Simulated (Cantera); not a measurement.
A Cantera script and what it prints.

```python
import numpy as np
import cantera as ct

gas_names = """
    CL CL2 H HCL H2 N NH NH2 NH3 N2 N2H2 N2H4 Si SiCL SiCL2 SiCL3 SiCL4 SiH SiHCL3 SiH2 SiH2CL2 SiH3
    SiH3CL SiH4 SiN Si2 Si2N Si3
""".split()
cond_names = """
    NH4CL(a) NH4CL(b) Si(cr) Si(L) Si3N4(a)
""".split()


# ... load() reads the species with a 1 bar reference pressure and builds the phases ...
atoms = {
    'Si2Cl6': {'Si': 2, 'CL': 6},
    'NH3': {'N': 1, 'H': 3},
    'H2': {'H': 2},
}
top_T = {'Si3N4(a)': 2400}  # K; cautious upper limits of use, not melting points


# ... equilibrate(T, P, feed) seeds the gas with the atoms and calls Mixture.equilibrate('TP', solver="gibbs", rtol=1e-10, max_steps=50000) ...
results = []
feed = {'Si2Cl6': 1, 'NH3': 0.44, 'H2': 13}  # mol
P = 58  # Pa
for T in [750, 775, 800, 825, 850, 875, 900, 925, 950, 975, 1000, 1025, 1050, 1075]:
    mix = equilibrate(T, P, feed)
    results.append((T, P, feed, dict(zip(mix.species_names, mix.species_moles))))
    x = sorted(zip(gas.X, gas.species_names), reverse=True)
    print(f"T = {T:g} K  P = {P:g} Pa  gas = {mix.phase_moles(0):.4g} mol")
    print("   x: " + "  ".join(f"{s} {v:.3e}" for v, s in x if v > 0.001))
    print("   condensed (mol): " + ("  ".join(f"{mix.phase(i).name} {mix.phase_moles(i):.4g}"
          for i in range(1, mix.n_phases) if mix.phase_moles(i) > 1e-12) or "none"))
```

Output:

```
T = 750 K  P = 58 Pa  gas = 15.14 mol
   x: H2 8.955e-01  SiCL4 9.128e-02  SiHCL3 8.839e-03  HCL 4.185e-03
   condensed (mol): Si(cr) 0.1514  Si3N4(a) 0.11
T = 775 K  P = 58 Pa  gas = 15.15 mol
   x: H2 8.942e-01  SiCL4 9.081e-02  SiHCL3 8.695e-03  HCL 6.043e-03
   condensed (mol): Si(cr) 0.1586  Si3N4(a) 0.11
T = 800 K  P = 58 Pa  gas = 15.16 mol
   x: H2 8.924e-01  SiCL4 9.014e-02  SiHCL3 8.540e-03  HCL 8.515e-03
   condensed (mol): Si(cr) 0.1678  Si3N4(a) 0.11
T = 825 K  P = 58 Pa  gas = 15.18 mol
   x: H2 8.900e-01  SiCL4 8.921e-02  HCL 1.173e-02  SiHCL3 8.369e-03
   condensed (mol): Si(cr) 0.1794  Si3N4(a) 0.11
T = 850 K  P = 58 Pa  gas = 15.19 mol
   x: H2 8.870e-01  SiCL4 8.795e-02  HCL 1.583e-02  SiHCL3 8.178e-03
   condensed (mol): Si(cr) 0.1935  Si3N4(a) 0.11
T = 875 K  P = 58 Pa  gas = 15.22 mol
   x: H2 8.831e-01  SiCL4 8.629e-02  HCL 2.094e-02  SiHCL3 7.962e-03
   condensed (mol): Si(cr) 0.2104  Si3N4(a) 0.11
T = 900 K  P = 58 Pa  gas = 15.25 mol
   x: H2 8.783e-01  SiCL4 8.412e-02  HCL 2.721e-02  SiHCL3 7.713e-03  SiCL3 1.421e-03  SiCL2 1.145e-03
   condensed (mol): Si(cr) 0.2296  Si3N4(a) 0.11
T = 925 K  P = 58 Pa  gas = 15.29 mol
   x: H2 8.724e-01  SiCL4 8.133e-02  HCL 3.472e-02  SiHCL3 7.424e-03  SiCL3 2.022e-03  SiCL2 1.995e-03
   condensed (mol): Si(cr) 0.2508  Si3N4(a) 0.11
T = 950 K  P = 58 Pa  gas = 15.34 mol
   x: H2 8.653e-01  SiCL4 7.780e-02  HCL 4.356e-02  SiHCL3 7.087e-03  SiCL2 3.353e-03  SiCL3 2.796e-03
   condensed (mol): Si(cr) 0.2729  Si3N4(a) 0.11
T = 975 K  P = 58 Pa  gas = 15.4 mol
   x: H2 8.569e-01  SiCL4 7.340e-02  HCL 5.373e-02  SiHCL3 6.692e-03  SiCL2 5.439e-03  SiCL3 3.755e-03
   condensed (mol): Si(cr) 0.2943  Si3N4(a) 0.11
T = 1000 K  P = 58 Pa  gas = 15.47 mol
   x: H2 8.471e-01  SiCL4 6.803e-02  HCL 6.516e-02  SiCL2 8.518e-03  SiHCL3 6.232e-03  SiCL3 4.891e-03
   condensed (mol): Si(cr) 0.3126  Si3N4(a) 0.11
T = 1025 K  P = 58 Pa  gas = 15.56 mol
   x: H2 8.360e-01  HCL 7.764e-02  SiCL4 6.161e-02  SiCL2 1.287e-02  SiCL3 6.163e-03  SiHCL3 5.701e-03
   condensed (mol): Si(cr) 0.3253  Si3N4(a) 0.11
T = 1050 K  P = 58 Pa  gas = 15.67 mol
   x: H2 8.236e-01  HCL 9.085e-02  SiCL4 5.418e-02  SiCL2 1.873e-02  SiCL3 7.483e-03  SiHCL3 5.099e-03
   condensed (mol): Si(cr) 0.3295  Si3N4(a) 0.11
T = 1075 K  P = 58 Pa  gas = 15.8 mol
   x: H2 8.104e-01  HCL 1.043e-01  SiCL4 4.591e-02  SiCL2 2.620e-02  SiCL3 8.717e-03  SiHCL3 4.434e-03
   condensed (mol): Si(cr) 0.3225  Si3N4(a) 0.11
```

Method: chemical equilibrium by Gibbs-energy minimisation in Cantera with the NASA 1993 tables (ideal gas, pure condensed phases). The feed counts by its element totals alone. Mutual solubility and eutectic melting of coexisting phases are not modelled. The tables' values for SiCl3 are old estimates; treat these amounts as uncertain.
